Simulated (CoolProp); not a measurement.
A simple Rankine cycle with toluene: condensing at 329.15 K, boiler at 1.02 MPa, turbine inlet 496.4 K, turbine efficiency 0.85, pump efficiency 0.6, no recuperator. Each further row changes one setting.

The numbers come from the reference Helmholtz-energy equation of state, Lemmon 2006 in CoolProp. It is a short technical equation, of lower accuracy than the large ones.

| case | thermal efficiency (%) | net work (kJ/kg) | heat in (kJ/kg) | turbine exit temperature (K) | volume ratio over the turbine |
|---|---|---|---|---|---|
| as stated | 20.9 | 130 | 624 | ___ | 64.3 |
| turbine inlet 516.4 K | 20.7 | 138 | 665 | ___ | 62.9 |
| condensing temperature 321.15 K | 21.9 | ___ | 639 | 394.0 | 88.7 |
| boiler pressure 0.714 MPa | 19.5 | ___ | 635 | 412.1 | 42.8 |
| turbine efficiency 0.75 | 18.4 | 115 | 624 | 410.7 | 66.0 |

Question: Complete the blanks.

Answer: 
- as stated, turbine exit temperature (K): 400.6
- turbine inlet 516.4 K, turbine exit temperature (K): 422.2
- condensing temperature 321.15 K, net work (kJ/kg): 140
- boiler pressure 0.714 MPa, net work (kJ/kg): 124
